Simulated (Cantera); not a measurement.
A perfectly stirred reactor is fed with 6.87 % CH₄, 19.6 % O₂, 73.5 % N₂, at 4.93 atm; it is adiabatic with a 375 K inlet, and is followed from long to short residence time, starting on the burning branch (τ in s: 0.38, 0.12, 0.035, 0.011, 0.0032, 0.00098, 0.0003, 9e-05, 2.7e-05, 8.3e-06).

Computed with Cantera and GRI-Mech 3.0 (53 species, 325 reactions).

**Question.** Predict: blow-out, bracketed by the residence times tried; x(CH₄) at τ = 0.380 s; x(O₂) at τ = 0.380 s; x(NO) at τ = 0.380 s; x(CH₃) at τ = 0.380 s; x(CH₄) at τ = 0.980 ms; x(O₂) at τ = 0.980 ms; x(NO) at τ = 0.980 ms; x(HCO) at τ = 0.980 ms; x(CH₃) at τ = 0.980 ms.

**Answer.** 
```json
{
 "blow_out_bracketed_by_the_residence_times_tried": "burning at 90.0 µs, out at 27.0 µs",
 "x(CH₄) at τ = 0.380 s": "1.18e-6",
 "x(O₂) at τ = 0.380 s": "0.0588",
 "x(NO) at τ = 0.380 s": "0.000174",
 "x(CH₃) at τ = 0.380 s": "3.14e-7",
 "x(CH₄) at τ = 0.980 ms": "0.000119",
 "x(O₂) at τ = 0.980 ms": "0.0602",
 "x(NO) at τ = 0.980 ms": "1.50e-5",
 "x(HCO) at τ = 0.980 ms": "4.03e-7",
 "x(CH₃) at τ = 0.980 ms": "2.91e-5"
}
```
